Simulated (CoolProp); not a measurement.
Dimethyl carbonate along the isotherm 326.85 °C: fugacity coefficient from the reference equation and from simpler models built on Tc = 283.9 °C, pc = 4909 kPa, ω = 0.346; each cubic takes its own stable root.

The numbers come from the reference Helmholtz-energy equation of state, Zhou 2011 in CoolProp.

```tsv
p (kPa)	phase	reference	Redlich-Kwong	Soave-Redlich-Kwong
1640	gas	0.9117	0.9101	0.9148
3270	gas	0.8274	0.8239	0.8333
4910	supercritical	0.7447	0.7393	0.7539
6550	supercritical	0.6636	0.6548	0.6766
8180	supercritical	0.5879	0.5764	0.6047
9820	supercritical	0.5254	0.5162	0.5462
11500	supercritical	0.4770	0.4709	0.5007
13100	supercritical	0.4417	0.4382	0.4676
14700	supercritical	0.4141	0.4128	0.4416
16400	supercritical	0.3908	0.3915	0.4198
18000	supercritical	0.3732	0.3754	0.4034
19600	supercritical	0.3588	0.3625	0.3901
21300	supercritical	0.3462	0.3512	0.3786
22900	supercritical	0.3364	0.3426	0.3698
24500	supercritical	0.3283	0.3356	0.3626
```
